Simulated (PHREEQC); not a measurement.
Consider water at 20 °C with 0.0013 mol/kgw Ca(OH)2, 0.00096 mol/kgw KHCO3, 0.022 mol/kgw CO2 and 0.065 mol/kgw ZnBr2. Closed to the air; pH follows from the charge balance.

Computed with PHREEQC (ion-association model, wateq4f.dat).

This is a speciation only: nothing precipitates in the calculation.

Q: Order these C species by the share of C that they hold, largest first: ZnHCO3+, HCO3-, CO2.

A: CO2 (84 %), ZnHCO3+ (11 %), HCO3- (4.3 %)

Q: Order these Zn species by the share of Zn that they hold, largest first: ZnHCO3+, ZnBr+, Zn+2.

A: Zn+2 (95 %), ZnHCO3+ (3.9 %), ZnBr+ (1.1 %)

The pH is 4.95 and the ionic strength 0.193 mol/kgw.
